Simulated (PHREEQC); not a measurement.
## Metal-bearing waste water: an equilibrium model

Consider water at 25 °C with 1.3 mmol/kgw FeCl3, 99 mmol/kgw Na2SeO4 and 190 mmol/kgw H2SO4. Closed to the air; pH follows from the charge balance.

The numbers come from PHREEQC with the ion-association model, wateq4f.dat.

No solid was allowed to form.

Estimate the pH, ionic strength.

pH 0.89; ionic strength 0.425 mol/kgw.

In which forms is Na present?

Na+ 96 %, NaSO4- 3.9 % of the Na.
